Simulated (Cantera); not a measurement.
## Hydrogen reduction and annealing atmospheres: Ta₂O₅ + H₂ + H₂O

Charge: 1 mol Ta₂O₅, 1000 mol H₂, a varied amount of H₂O, held at 1900 K and 1280 Torr.

These are equilibrium values from Cantera (NASA tables, ideal gas, pure condensed phases), not measurements of a reactor. Candidate condensed phases: H₂O, Ta, Ta₂O₅; 12 gas species. Mutual solubility and eutectic melting of coexisting phases are not modelled. Condensed phases not in the tables: N, O or C dissolved in the metal. Equilibrium is a limit: real reactors are often held back by kinetics, nucleation or transport.

| n(H₂O) (mol) | log p H₂ | log p H₂O | log p H | log p TaO₂ | log p OH | n Ta(s) | n Ta₂O₅(s) |
|---|---|---|---|---|---|---|---|
| 0.2 | 0.23 | -2.71 | -2.99 | -6.78 | -7.01 | 0.381 | 0.809 |
| 0.31 | 0.23 | -2.71 | -2.99 | -6.78 | -7.01 | 0.337 | 0.831 |
| 0.43 | 0.23 | -2.71 | -2.99 | -6.78 | -7.01 | 0.289 | 0.855 |
| 0.54 | 0.23 | -2.71 | -2.99 | -6.78 | -7.01 | 0.245 | 0.877 |
| 0.66 | 0.23 | -2.71 | -2.99 | -6.78 | -7.01 | 0.197 | 0.901 |
| 0.77 | 0.23 | -2.71 | -2.99 | -6.78 | -7.01 | 0.153 | 0.923 |
| 0.88 | 0.23 | -2.71 | -2.99 | -6.78 | -7.01 | 0.109 | 0.945 |
| 1 | 0.23 | -2.71 | -2.99 | -6.78 | -7.01 | 0.0614 | 0.969 |
| 1.1 | 0.23 | -2.71 | -2.99 | -6.78 | -7.01 | 0.0215 | 0.989 |
| 1.2 | 0.23 | -2.69 | -2.99 | -6.78 | -6.99 | 0 | 1.000 |
log p: log10 of the partial pressure in bar; n: condensed amount in mol.

From 0.2 mol H₂O to 1.1 mol H₂O the condensed part is Ta(s) + Ta₂O₅(s). At 1.2 mol H₂O the condensed part is Ta₂O₅(s). The main Ta-bearing gas is TaO₂ throughout.
